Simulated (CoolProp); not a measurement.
Ethylene at several states: Z from the reference equation and from simpler models built on Tc = 9.2 °C, pc = 5.042 MPa, ω = 0.087; each cubic takes its own stable root.

Model: reference Helmholtz-energy equation of state, Smukala 2000, in CoolProp.

```json
[
 {"T (°C)": "-46.85", "p (MPa)": "4.71", "phase": "liquid", "reference": "0.1451", "van der Waals": "0.2169", "Redlich-Kwong": "0.1551", "Soave-Redlich-Kwong": "0.1536", "Peng-Robinson": "0.1358"},
 {"T (°C)": "-70.35", "p (MPa)": "0.912", "phase": "liquid", "reference": "0.02933", "van der Waals": "…", "Redlich-Kwong": "0.03099", "Soave-Redlich-Kwong": "0.03076", "Peng-Robinson": "…"},
 {"T (°C)": "-116.05", "p (MPa)": "16", "phase": "liquid", "reference": "0.5750", "van der Waals": "0.8586", "Redlich-Kwong": "0.5931", "Soave-Redlich-Kwong": "0.5934", "Peng-Robinson": "…"},
 {"T (°C)": "-50.55", "p (MPa)": "1.2", "phase": "liquid", "reference": "0.03772", "van der Waals": "0.8577", "Redlich-Kwong": "0.04070", "Soave-Redlich-Kwong": "0.04024", "Peng-Robinson": "0.03549"},
 {"T (°C)": "28.95", "p (MPa)": "1.13", "phase": "gas", "reference": "0.9362", "van der Waals": "…", "Redlich-Kwong": "0.9349", "Soave-Redlich-Kwong": "0.9357", "Peng-Robinson": "0.9279"},
 {"T (°C)": "93.65", "p (MPa)": "0.128", "phase": "gas", "reference": "0.9963", "van der Waals": "0.9961", "Redlich-Kwong": "0.9960", "Soave-Redlich-Kwong": "0.9963", "Peng-Robinson": "0.9956"}
]
```

Question: Fill in the missing entries.

Answer: 
- -70.35, van der Waals: 0.8671
- -70.35, Peng-Robinson: 0.02716
- -116.05, Peng-Robinson: 0.5282
- 28.95, van der Waals: 0.9408

At some of these states van der Waals gives the other phase, because its saturation line lies elsewhere.
